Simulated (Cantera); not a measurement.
**Thermodynamics of carbon deposition, reforming and gasification, feed n-butane + O2 + N2**

A closed system holds: 1 mol n-butane, 0.0078 mol O2, 0.23 mol N2, equilibrated at 3023 K and 1.00 Torr.

Method: chemical equilibrium by Gibbs-energy minimisation in Cantera with the NASA 1993 tables (ideal gas, pure condensed phases). Candidate condensed phases: C, C6H6, C7H8, C8H18, H2O; 136 gas species. Equilibrium is a limit: real reactors are often held back by kinetics, nucleation or transport.

```yaml
x(H): 0.804
x(C3): 0.0877
x(C): 0.0314
x(H2): 0.0300
x(N2): 0.0143
x(C2): 0.0135
x(CN): 0.00809
x(C2H): 0.00420
x(HCN): 0.00287
gas_amount: 11.45 mol
log10 activity of C(graphite) (absent): -0.18
```
